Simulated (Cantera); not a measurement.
Input (Python, Cantera):

```python
import numpy as np
import cantera as ct

gas = ct.Solution("gri30.yaml")
gas.TPX = 1575, 2666, {'C2H6': 1, 'H2': 35}
inlet = ct.Reservoir(gas, clone=True)

reactor = ct.IdealGasConstPressureReactor(gas, energy="off", clone=False)
exhaust = ct.Reservoir(gas, clone=True)
tau = [0.87, 0.37, 0.16, 0.066, 0.028, 0.012, 0.005, 0.0021, 0.0009][0]
for a, b in ((inlet, reactor), (reactor, exhaust)):
    ct.MassFlowController(a, b, mdot=lambda t: reactor.mass / tau)
net = ct.ReactorNet([reactor])
show = ['C2H6', 'H2', 'H', 'C2H2', 'CH4']

rows = []
print(f"{'tau/s':>10s}{'T/K':>9s}" + "".join(f"{s:>11s}" for s in show))
for tau in [0.87, 0.37, 0.16, 0.066, 0.028, 0.012, 0.005, 0.0021, 0.0009]:
    net.initial_time = 0.0
    net.advance(30 * tau)
    before = gas.X
    net.advance(40 * tau)
    drift = np.max(np.abs(gas.X - before) / (gas.X + 1e-9))
    rows.append([gas.T, *gas[show].X, drift])
    print(f"{tau:10.3e}{gas.T:9.1f}" + "".join(f"{x:11.3e}" for x in gas[show].X))
```

Result:

```
     tau/s      T/K       C2H6         H2          H       C2H2        CH4
 8.700e-01   1575.0  2.235e-05  9.637e-01  5.180e-04  1.755e-02  1.780e-02
 3.700e-01   1575.0  4.416e-05  9.625e-01  6.289e-04  1.642e-02  1.980e-02
 1.600e-01   1575.0  8.612e-05  9.613e-01  7.564e-04  1.516e-02  2.182e-02
 6.600e-02   1575.0  1.756e-04  9.599e-01  9.064e-04  1.362e-02  2.390e-02
 2.800e-02   1575.0  3.544e-04  9.588e-01  1.059e-03  1.186e-02  2.567e-02
 1.200e-02   1575.0  7.187e-04  9.578e-01  1.209e-03  9.770e-03  2.690e-02
 5.000e-03   1575.0  1.507e-03  9.573e-01  1.348e-03  7.190e-03  2.728e-02
 2.100e-03   1575.0  3.149e-03  9.576e-01  1.443e-03  4.465e-03  2.606e-02
 9.000e-04   1575.0  6.434e-03  9.594e-01  1.424e-03  2.165e-03  2.208e-02
```

Detailed kinetics in Cantera: GRI-Mech 3.0 (53 species, 325 reactions). GRI-Mech 3.0 stops at C3 and has no aromatics, soot or wall deposition, so with more carbon than oxygen in the feed, carbon stays in small species such as C2H2 where larger ones or solid carbon would form. Radical loss at walls, strong at low pressure, is not modelled.
